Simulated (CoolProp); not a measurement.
Vapour-liquid equilibrium of acetone (1) + methanol (2) at 3.1 bar; x and y are mole fractions of (1).

The numbers come from the multi-fluid Helmholtz-energy mixture model, Lemmon 2006 and de Reuck 1993; pair parameters Bell 2016 in CoolProp.

| x | bubble temperature (°C) | y at the bubble point | dew temperature at overall composition x (°C) | liquid density (mol/L) |
|---|---|---|---|---|
| 0.05 | 94.7 | 0.079 | ___ | 21.51 |
| 0.15 | ___ | 0.208 | 93.8 | 20.00 |
| 0.25 | 91.9 | 0.310 | 92.5 | 18.66 |
| 0.35 | 91.1 | 0.398 | 91.5 | ___ |
| 0.45 | ___ | ___ | 90.8 | 16.40 |
| 0.55 | 90.4 | 0.558 | 90.4 | 15.44 |
| 0.65 | 90.4 | ___ | 90.4 | 14.57 |
| 0.75 | 90.7 | 0.727 | 90.8 | 13.78 |
| 0.85 | 91.3 | 0.823 | 91.5 | ___ |
| 0.95 | 92.3 | 0.935 | 92.5 | 12.41 |

**Question.** Some entries are withheld; supply them.

**Answer.** 
- 0.05, dew temperature at overall composition x (°C): 95.2
- 0.15, bubble temperature (°C): 93.1
- 0.35, liquid density (mol/L): 17.47
- 0.45, bubble temperature (°C): 90.6
- 0.45, y at the bubble point: 0.479
- 0.65, y at the bubble point: 0.640
- 0.85, liquid density (mol/L): 13.07

y crosses x between x = 0.55 and 0.65: the model has an azeotrope there.

The pair parameters rest on a limited set of measurements; away from them the model extrapolates.
